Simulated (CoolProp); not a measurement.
R152A along the isobar 78.4 bar: density (kg/m³) from the reference equation and from simpler models built on Tc = 113.3 °C, pc = 45.17 bar, ω = 0.275; each cubic takes its own stable root.

Values from CoolProp's reference Helmholtz-energy equation of state, Outcalt 1996. It is a modified Benedict-Webb-Rubin equation, recast in Helmholtz form.

```json
[
 {"T (°C)": "-6.55", "phase": "liquid", "reference": "990.5"},
 {"T (°C)": "11.45", "phase": "liquid", "reference": "953.1"},
 {"T (°C)": "29.35", "phase": "liquid", "reference": "913.6"},
 {"T (°C)": "47.35", "phase": "liquid", "reference": "870.9"},
 {"T (°C)": "65.25", "phase": "liquid", "reference": "823.9"},
 {"T (°C)": "83.25", "phase": "liquid", "reference": "770.1"},
 {"T (°C)": "101.15", "phase": "liquid", "reference": "705.9"},
 {"T (°C)": "119.15", "phase": "supercritical", "reference": "621.3"},
 {"T (°C)": "137.05", "phase": "supercritical", "reference": "491.5"},
 {"T (°C)": "155.05", "phase": "supercritical", "reference": "332.2"},
 {"T (°C)": "172.95", "phase": "supercritical", "reference": "249.6"},
 {"T (°C)": "190.95", "phase": "supercritical", "reference": "208.4"},
 {"T (°C)": "208.85", "phase": "supercritical", "reference": "183.2"},
 {"T (°C)": "226.85", "phase": "supercritical", "reference": "165.4"}
]
```

Problem. How far does each simpler model (Redlich-Kwong, Soave-Redlich-Kwong) lie from the reference over these 14 states: mean and median of the absolute difference, and the worst?

Solution. 
- Redlich-Kwong: mean 14.0 %, median 19.1 %, worst -21.9 % at 101.15 °C and 78.4 bar
- Soave-Redlich-Kwong: mean 15.2 %, median 16.4 %, worst -22.5 % at 119.15 °C and 78.4 bar
